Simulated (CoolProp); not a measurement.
Vapour-liquid equilibrium of CHF3 (R23) (1) + CH2F2 (R32) (2) at 183.1 K; x and y are mole fractions of (1).

Computed with CoolProp (multi-fluid Helmholtz-energy mixture model, Penoncello 2003 and Tillner-Roth 1997; pair parameters Bell 2016).

Question: Give the bubble pressure and the first vapour's composition at x = 0.125, 0.2, 0.725. Is there an azeotrope?

Answer: x = 0.125: 15.78 kPa, y = 0.507; x = 0.2: 19.93 kPa, y = 0.641; x = 0.725: 47.83 kPa, y = 0.945. No azeotrope shows between x = 0.05 and 0.95.

Pair parameters are fitted to limited data, so mixtures are less certain than the pure fluids.
